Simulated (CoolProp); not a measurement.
Tetrahydrofuran at several states: fugacity coefficient from the reference equation and from simpler models built on Tc = 267.0 °C, pc = 5.304 MPa, ω = 0.234; each cubic takes its own stable root.

The numbers come from the reference Helmholtz-energy equation of state, Fiedler 2023 in CoolProp.

```json
[
 {"T (°C)": "39.05", "p (MPa)": "1.92", "phase": "liquid", "reference": "0.02117"},
 {"T (°C)": "60.55", "p (MPa)": "0.0629", "phase": "gas", "reference": "0.9822"},
 {"T (°C)": "42.05", "p (MPa)": "0.177", "phase": "liquid", "reference": "0.2437"},
 {"T (°C)": "232.05", "p (MPa)": "0.328", "phase": "gas", "reference": "0.9741"}
]
```

How far does each simpler model (van der Waals, Redlich-Kwong, Soave-Redlich-Kwong, Peng-Robinson) lie from the reference over these 4 states: mean and median of the absolute difference, and the worst?


- van der Waals: mean 278.0 %, median 148.5 %, worst +814.5 % at 39.05 °C and 1.92 MPa
- Redlich-Kwong: mean 42.4 %, median 41.7 %, worst +86.3 % at 39.05 °C and 1.92 MPa
- Soave-Redlich-Kwong: mean 1.3 %, median 1.2 %, worst -2.6 % at 42.05 °C and 0.177 MPa
- Peng-Robinson: mean 0.1 %, median 0.1 %, worst -0.3 % at 232.05 °C and 0.328 MPa

At some of these states van der Waals gives the other phase, because its saturation line lies elsewhere.
